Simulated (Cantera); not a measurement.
Mixture: CH₄ : C₂H₆ : O₂ : N₂ : H₂O = 1 : 0.24 : 2.18 : 11.6 : 2.9 (molar parts), equivalence ratio 1.3, at 750 Torr, adiabatic and at constant pressure. Ignition delay is the time to a rise of 400 K.

Detailed kinetics in Cantera: GRI-Mech 3.0 (53 species, 325 reactions).

What does this change do: constant volume in place of constant pressure?


| quantity | before | after |
|---|---|---|
| delay at 1125 K | 10.7 ms | 9.99 ms |
| delay at 1275 K | 1.74 ms | 1.57 ms |
| delay at 1425 K | 0.508 ms | 0.452 ms |
| delay at 1575 K | 0.159 ms | 0.139 ms |
| delay at 1725 K | 59.1 µs | 51.1 µs |
| apparent activation energy between 1650 and 1800 K | 140 kJ/mol | 150 kJ/mol |

What does this change do: H2O 2.9 to 4.8 parts?


| quantity | before | after |
|---|---|---|
| delay at 1125 K | 10.7 ms | 11.3 ms |
| delay at 1275 K | 1.74 ms | 2.03 ms |
| delay at 1425 K | 0.508 ms | 0.602 ms |
| delay at 1575 K | 0.159 ms | 0.184 ms |
| delay at 1725 K | 59.1 µs | 67.5 µs |
| apparent activation energy between 1650 and 1800 K | 140 kJ/mol | 140 kJ/mol |

What does this change do: N2 11.6 to 21 parts?


| quantity | before | after |
|---|---|---|
| delay at 1125 K | 10.7 ms | 14.4 ms |
| delay at 1275 K | 1.74 ms | 2.81 ms |
| delay at 1425 K | 0.508 ms | 0.803 ms |
| delay at 1575 K | 0.159 ms | 0.240 ms |
| delay at 1725 K | 59.1 µs | 93.0 µs |
Where the delays flatten at high temperature, the 400 K rule measures the pace of heat release, not the induction time.
